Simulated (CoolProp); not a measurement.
Vapour-liquid equilibrium of R22 (1) + dimethyl ether (2) at 1160 kPa; x and y are mole fractions of (1).

Values from CoolProp's multi-fluid Helmholtz-energy mixture model, Kamei 1995 and Wu 2011; pair parameters Bell 2016.

**Question.** Give the bubble temperature and the first vapour's composition at x = 0.05, 0.65, 0.95. Is there an azeotrope?

**Answer.** x = 0.05: 324.1 K, y = 0.044; x = 0.65: 317.2 K, y = 0.767; x = 0.95: 304.1 K, y = 0.985. y crosses x between x = 0.2 and 0.35: the model has an azeotrope there.

Pair parameters are fitted to limited data, so mixtures are less certain than the pure fluids.
